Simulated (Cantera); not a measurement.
A Cantera script and what it prints.

```python
import numpy as np
import cantera as ct

gas_names = """
    H HO2 H2 H2O H2O2 H2S H2SO4 Mg MgH MgO MgOH MgO2H2 MgS Mg2 O OH O2 O3 S SH SO SO2 SO3 S2 S2O S8
""".split()
cond_names = """
    H2O(s) H2O(L) H2SO4(L) Mg(cr) Mg(L) MgO(s) MgO(L) MgO2H2(s) MgS(s) MgSO4(s) MgSO4(L) S(cr1) S(cr2)
    S(L)
""".split()


# ... load() reads the species with a 1 bar reference pressure and builds the phases ...
atoms = {
    'MgSO4': {'Mg': 1, 'S': 1, 'O': 4},
    'H2O': {'H': 2, 'O': 1},
}
top_T = {'MgS(s)': 2250}  # K; cautious upper limits of use, not melting points


# ... equilibrate(T, P, feed) seeds the gas with the atoms and calls Mixture.equilibrate('TP', solver="vcs", rtol=1e-11, max_steps=5000) ...
results = []
feed = {'MgSO4': 1, 'H2O': 2.3}  # mol
T = 1725  # K
P = 1000  # Pa
mix = equilibrate(T, P, feed)
results.append((T, P, feed, dict(zip(mix.species_names, mix.species_moles))))
print(gas.report(threshold=1e-05))
for i in range(1, mix.n_phases):
    print(f"{mix.phase(i).name:16s} {mix.phase_moles(i):12.5e} mol")
```

Output:

```
       temperature   1725 K
          pressure   1000 Pa
           density   0.0022268 kg/m^3
  mean mol. weight   31.938 kg/kmol
   phase of matter   gas

                          1 kg             1 kmol
                     ---------------   ---------------
          enthalpy       -5.0606e+06       -1.6162e+08  J
   internal energy       -5.5097e+06       -1.7597e+08  J
           entropy             10176        3.2501e+05  J/K
    Gibbs function       -2.2615e+07       -7.2226e+08  J
 heat capacity c_p            1564.2             49958  J/K
 heat capacity c_v            1303.9             41643  J/K

                      mass frac. Y      mole frac. X     chem. pot. / RT
                     ---------------   ---------------   ---------------
                 H        1.2198e-06        3.8649e-05           -15.685
                H2        2.7336e-05        0.00043305           -31.369
               H2O           0.33996           0.60269           -48.813
                 O        0.00010515         0.0002099           -17.444
                OH          0.001578         0.0029634           -33.129
                O2           0.13103           0.13078           -34.888
                SO        9.0147e-05        5.9908e-05           -44.405
               SO2           0.52688           0.26269           -61.849
               SO3        0.00032936        0.00013139           -79.293
     [  +17 minor]        3.8595e-06        2.3274e-06

Mg(L)             0.00000e+00 mol
MgO(s)            9.99993e-01 mol
MgS(s)            0.00000e+00 mol
MgSO4(L)          0.00000e+00 mol
S(L)              0.00000e+00 mol
```

Equilibrium computed with Cantera from the NASA thermochemical tables; the gas is ideal and each condensed phase is pure.
